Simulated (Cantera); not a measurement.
A perfectly stirred reactor is fed with H2 : O2 : N2 = 1 : 0.82 : 9.02 (molar parts), at 405 Torr; it is adiabatic with a 300 K inlet, and is followed from long to short residence time, starting on the burning branch (τ in s: 0.26, 0.11, 0.048, 0.021, 0.0088, 0.0038, 0.0016, 0.00069, 0.0003, 0.00013, 5.5e-05, 2.3e-05, 1e-05).

Model: the H2/O2 subset of GRI-Mech 3.0, which has no nitrogen chemistry, integrated in Cantera.

**Question.** What does this change do: inlet temperature 300 to 400 K?

**Answer.** 
```tsv
quantity	before	after
blow-out, bracketed by the residence times tried	burning at 21.0 ms, out at 8.80 ms	burning at 3.80 ms, out at 1.60 ms
x(H2) at τ = 0.260 s	0.00107	0.000397
x(O2) at τ = 0.260 s	0.0314	0.0311
x(H2O) at τ = 0.260 s	0.0955	0.0962
x(H2O2) at τ = 0.260 s	1.33e-6	7.80e-7
x(OH) at τ = 0.260 s	3.99e-5	0.000108
x(H2) at τ = 1.60 ms	0.0923	0.0923
x(O2) at τ = 1.60 ms	0.0756	0.0756
x(H2O) at τ = 1.60 ms	<1e-12	<1e-12
x(H2O2) at τ = 1.60 ms	<1e-12	<1e-12
x(OH) at τ = 1.60 ms	<1e-12	<1e-12
```

**Question.** What does this change do: 0.35 parts H2O added?

**Answer.** 
```
quantity                                                                      before                               after
------------------------------------------------  ----------------------------------  ----------------------------------
blow-out, bracketed by the residence times tried  burning at 21.0 ms, out at 8.80 ms  burning at 0.260 s, out at 0.110 s
x(H2) at τ = 0.260 s                                                         0.00107                             0.00283
x(O2) at τ = 0.260 s                                                          0.0314                              0.0313
x(H2O) at τ = 0.260 s                                                         0.0955                               0.123
x(H2O2) at τ = 0.260 s                                                       1.33e-6                             4.23e-6
x(OH) at τ = 0.260 s                                                         3.99e-5                             1.52e-5
x(H2) at τ = 1.60 ms                                                          0.0923                              0.0894
x(O2) at τ = 1.60 ms                                                          0.0756                              0.0733
x(H2O) at τ = 1.60 ms                                                         <1e-12                              0.0313
x(H2O2) at τ = 1.60 ms                                                        <1e-12                              <1e-12
x(OH) at τ = 1.60 ms                                                          <1e-12                              <1e-12
```
